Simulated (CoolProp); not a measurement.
Vapour-liquid equilibrium of n-heptane (1) + n-dodecane (2) at 277 kPa; x and y are mole fractions of (1).

The numbers come from the multi-fluid Helmholtz-energy mixture model, Span 2003 and Lemmon 2004; pair parameters Bell 2016 in CoolProp.

```csv
x,"bubble temperature, mixture model (K)","bubble temperature, Raoult's law (K)","y, mixture model","y, Raoult's law"
0.05,523.4,517.2,0.240,0.356
0.2,487.5,478.5,0.688,0.776
0.35,461.2,455.4,0.866,0.902
0.5,442.9,439.7,0.937,0.953
0.65,429.9,428.2,0.970,0.977
0.8,420.1,419.3,0.987,0.990
0.95,412.3,412.0,0.997,0.998
```

The largest gap from Raoult's law is +9.0 K in bubble temperature, at x = 0.2. No azeotrope shows between x = 0.05 and 0.95.

The pair parameters rest on a limited set of measurements; away from them the model extrapolates.
